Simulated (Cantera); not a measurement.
A closed system holds: 1 mol Pb, 0.68 mol CO, 17 mol H₂, at 0.600 bar.

Cantera equilibrium calculation (NASA polynomials, part measured and part estimated; ideal gas, pure solids and liquids). Candidate condensed phases: C, C₆H₆, C₇H₈, C₈H₁₈, H₂O, Pb, PbO, PbO₂, Pb₃O₄; 113 gas species. Kinetics and transport are ignored. All values below are at 1700 °C.

Base state: H₂ 0.908, Pb 0.0535, CO 0.0363, H 0.00166, H₂O 2.94e-5, CH₄ 1.99e-5 (mole fractions); condensed: gas only.

**Question.** What changes in the equilibrium state with this change: Pb replaced by Cu?

**Answer.** 
| species | before | after |
|---|---|---|
| H₂ | 0.908 | 0.954 |
| CO | 0.0363 | 0.0382 |
| Cu | 0 | 0.00556 |
| Pb | 0.0535 | 0 |
| Cu₂ | 0 | 2.09e-5 |
| CH₄ | 1.99e-5 | 2.21e-5 |
| H₂O | 2.94e-5 | 3.23e-5 |
| Cu(l), mol | 0 | 0.900 |
Further candidate phases: Cu, CuO, Cu(OH)₂, Cu₂O.
